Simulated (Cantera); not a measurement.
An isothermal, constant-pressure homogeneous reactor starts with CH₄ : H₂ : CO₂ = 0.028 : 1 : 0.009 (molar parts), at 1898 K and 90.0 Torr. Integrator tolerance rtol = 1e-08.

Detailed kinetics in Cantera: GRI-Mech 3.0 (53 species, 325 reactions). GRI-Mech 3.0 stops at C3 and has no aromatics, soot or wall deposition, so with more carbon than oxygen in the feed, carbon stays in small species such as C2H2 where larger ones or solid carbon would form.

Task: What does this change do: 0.061 parts H2O added?

Result: 
```
quantity                                              before                                      after
-----------------  -----------------------------------------  -----------------------------------------
x(CH₄) at 4.00 s   0.000595 (gas-phase equilibrium 0.000310)   0.000189 (gas-phase equilibrium 1.02e-9)
x(H₂) at 4.00 s          0.971 (gas-phase equilibrium 0.972)        0.929 (gas-phase equilibrium 0.930)
x(CO₂) at 4.00 s    4.88e-6 (gas-phase equilibrium 2.93e-10)  0.000293 (gas-phase equilibrium 0.000293)
x(C₂H) at 4.00 s     2.74e-7 (gas-phase equilibrium 2.59e-7)     3.01e-9 (gas-phase equilibrium <1e-12)
x(OH) at 4.00 s     2.42e-7 (gas-phase equilibrium 1.34e-11)    6.99e-6 (gas-phase equilibrium 6.94e-6)
x(CH₂O) at 4.00 s   1.03e-9 (gas-phase equilibrium 8.02e-10)    4.28e-9 (gas-phase equilibrium 1.45e-9)
```
